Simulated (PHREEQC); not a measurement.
Dissolve 0.00195 mol/kgw SrCl2 at 25 °C. Closed to the air; pH follows from the charge balance.

Computed with PHREEQC (ion-association model, phreeqc.dat).

This is a speciation only: nothing precipitates in the calculation.

**Question.** Estimate the specific conductance.

**Answer.** specific conductance 489 µS/cm.
